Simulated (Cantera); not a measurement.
Charge: 1 mol AlCl3, 1.8 mol HCl, a varied amount of H2, 0.62 mol N2, equilibrated at 925 K and 0.133 bar.

Equilibrium computed with Cantera from the NASA thermochemical tables; the gas is ideal and each condensed phase is pure. Candidate condensed phases: Al, AlCl3, AlN, NH4Cl; 20 gas species. Equilibrium is a limit: real reactors are often held back by kinetics, nucleation or transport.

Task: At 390 mol H2, list the 4 most abundant gas species with their mole fractions, and the condensed phases.

Result: H2 0.988, HCl 0.0107, N2 0.000549, AlCl3 0.000491. Condensed: AlN(s).
